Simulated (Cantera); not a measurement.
A Cantera script and its output.

```python
import numpy as np
import cantera as ct

gas = ct.Solution("gri30.yaml")
gas.TPX = 975, 1333, {'H2': 0.099, 'O2': 1, 'N2': 0.18}
reactor = ct.IdealGasConstPressureReactor(gas, energy="off", clone=False)
net = ct.ReactorNet([reactor])
net.rtol, net.atol = 1e-08, 1e-18
show = ['H2', 'O2', 'OH', 'H', 'H2O2']
times = np.geomspace(1e-06, 2, 11)

steps = ct.SolutionArray(gas, extra=["t"])
rows = []
print(f"{'t/s':>10s}{'T/K':>9s}{'P/Pa':>11s}" + "".join(f"{s:>11s}" for s in show))
for t in times:
    while net.time < t:
        t_next = net.step()
        steps.append(gas.state, t=t_next)
    rows.append([np.interp(t, steps.t, y) for y in (steps.T, steps.P, *steps(*show).X.T)])
    print(f"{t:10.3e}{rows[-1][0]:9.1f}{rows[-1][1]:11.4g}" + "".join(f"{x:11.3e}" for x in rows[-1][2:]))
rate = np.gradient(steps.T, steps.t)
print("integrator steps:", len(steps.t))
if steps.T.max() > steps.T[0] + 200:
    print(f"time of steepest temperature rise: {steps.t[rate.argmax()]:.4e} s")
gas.TPX = 975, 1333, {'H2': 0.099, 'O2': 1, 'N2': 0.18}
gas.equilibrate("TP")
print(f"equilibrium (TP): T = {gas.T:.1f} K  " + "  ".join(f"{s} {gas[s].X[0]:.3e}" for s in show))
```

It prints:

```
       t/s      T/K       P/Pa         H2         O2         OH          H       H2O2
 1.000e-06    975.0       1333  7.740e-02  7.819e-01  8.072e-16  2.903e-13  9.236e-20
 4.267e-06    975.0       1333  7.740e-02  7.819e-01  1.347e-14  1.228e-12  1.572e-18
 1.821e-05    975.0       1333  7.740e-02  7.819e-01  2.222e-13  5.079e-12  2.809e-17
 7.768e-05    975.0       1333  7.740e-02  7.819e-01  3.016e-12  1.999e-11  5.106e-16
 3.314e-04    975.0       1333  7.740e-02  7.819e-01  3.056e-11  9.537e-11  9.352e-15
 1.414e-03    975.0       1333  7.740e-02  7.819e-01  1.356e-09  3.430e-09  1.857e-13
 6.034e-03    975.0       1333  6.820e-02  7.765e-01  1.125e-03  3.626e-03  6.547e-08
 2.575e-02    975.0       1333  7.939e-04  7.662e-01  1.044e-03  2.609e-03  1.571e-07
 1.099e-01    975.0       1333  3.948e-05  7.727e-01  1.950e-04  2.489e-05  1.097e-07
 4.687e-01    975.0       1333  1.927e-06  7.730e-01  4.675e-05  3.370e-07  4.252e-08
 2.000e+00    975.0       1333  1.438e-07  7.731e-01  1.488e-05  1.071e-08  1.271e-08
integrator steps: 1415
equilibrium (TP): T = 975.0 K  H2 3.250e-11  O2 7.731e-01  OH 2.556e-07  H 5.685e-14  H2O2 1.658e-11
```

Detailed kinetics in Cantera: GRI-Mech 3.0 (53 species, 325 reactions). Radical loss at walls, strong at low pressure, is not modelled. The temperature is held fixed by assumption; the heat of reaction is taken as removed at once.
